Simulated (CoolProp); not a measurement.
Vapour-liquid equilibrium of propane (1) + dimethyl ether (2) at 0.116 MPa; x and y are mole fractions of (1).

Values from CoolProp's multi-fluid Helmholtz-energy mixture model, Lemmon 2009 and Wu 2011; pair parameters Bell 2016.

```
x     bubble temperature, mixture model (K)  bubble temperature, Raoult's law (K)  y, mixture model  y, Raoult's law
----  -------------------------------------  ------------------------------------  ----------------  ---------------
0.05                                  248.5                                 250.4             0.160            0.095
0.2                                   242.5                                 247.1             0.438            0.338
0.35                                  239.2                                 244.2             0.583            0.528
0.5                                   237.1                                 241.5             0.680            0.679
0.65                                  235.7                                 239.1             0.761            0.799
0.8                                   234.8                                 236.9             0.846            0.897
0.95                                  234.2                                 234.8             0.954            0.977
```

The largest gap from Raoult's law is -5.0 K in bubble temperature, at x = 0.35. No azeotrope shows between x = 0.05 and 0.95.

The pair parameters rest on a limited set of measurements; away from them the model extrapolates.
